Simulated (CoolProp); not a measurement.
Properties of CHF3 (R23) along the isotherm 52.55 °C (Tc = 26.1 °C, pc = 48.32 bar, ω = 0.263).

Model: reference Helmholtz-energy equation of state, Penoncello 2003, in CoolProp.

```csv
p (bar),phase,cp (kJ/(kg K)),viscosity (µPa s)
13.4,gas,0.8524,16.4
26.8,gas,?,16.9
40.3,gas,?,?
53.7,supercritical,1.610,?
67.1,supercritical,?,24.2
80.5,supercritical,3.284,?
94,supercritical,2.650,44.5
107,supercritical,2.208,?
121,supercritical,1.950,58.8
```

### Question
Complete the blanks.

### Answer

- 26.8, cp (kJ/(kg K)): 0.9786
- 40.3, cp (kJ/(kg K)): 1.193
- 40.3, viscosity (µPa s): 17.9
- 53.7, viscosity (µPa s): 19.9
- 67.1, cp (kJ/(kg K)): 2.552
- 80.5, viscosity (µPa s): 33.8
- 107, viscosity (µPa s): 52.3

The peak of cp marks the crossing from liquid-like to gas-like fluid above the critical point.

Viscosity comes from a separate model (Shan 2000).
